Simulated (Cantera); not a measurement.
# Silicon etching in halogen gases: Si + Br2 + N2

Charge: 1 mol Si, 0.94 mol Br2, 16 mol N2, at 1273 K.

Equilibrium computed with Cantera from the NASA thermochemical tables; the gas is ideal and each condensed phase is pure. Candidate condensed phases: Br2, Si, Si3N4; 13 gas species. N2 is the only nitrogen source here; it is nearly inert below about 1500 K, so the nitride shown seldom forms there in practice. The tables' values for SiBr3 are old estimates; treat these amounts as uncertain. Rates play no part.

From 0.00750 Torr to 750 Torr the condensed part is Si3N4(s). The main Si-bearing gas is SiBr2 at 0.00750 Torr and SiBr4 at 750 Torr. The share of Si in condensed phases is highest at 750 Torr (52.9 %) and lowest at 0.0315 Torr (28.1 %).

```tsv
P (Pa)	log p N2	log p SiBr2	log p Br	log p SiBr4	log p SiBr3	log p Br2	n Si3N4(s)
1	-5.03	-6.40	-6.51	-9.57	-8.82	-10.74	0.108
4.20	-4.41	-5.76	-5.98	-7.87	-7.65	-9.68	0.0936
18	-3.77	-5.17	-5.47	-6.26	-6.55	-8.67	0.0941
75	-3.15	-4.76	-5.06	-5.04	-5.74	-7.85	0.126
320	-2.51	-4.54	-4.74	-4.17	-5.19	-7.20	0.157
1300	-1.90	-4.40	-4.46	-3.47	-4.77	-6.65	0.170
5600	-1.27	-4.27	-4.19	-2.81	-4.38	-6.10	0.175
24000	-0.63	-4.16	-3.93	-2.16	-4.00	-5.57	0.176
100000	-0.01	-4.06	-3.67	-1.54	-3.64	-5.05	0.176
```
log p: log10 of the partial pressure in bar; n: condensed amount in mol.
